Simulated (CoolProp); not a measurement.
Model: reference Helmholtz-energy equation of state, Thol 2019, in CoolProp.

Task: Give the vapour pressure (kPa), vapour density (kg/m³), liquid cp (kJ/(kg K)) of saturated dodecamethylpentasiloxane (MD3M) at 330.85 °C.

Result: 
```
T (°C)  p (kPa)  vapour density (kg/m³)  liquid cp (kJ/(kg K))
------  -------  ----------------------  ---------------------
330.85      663                    90.8                   2.63
```
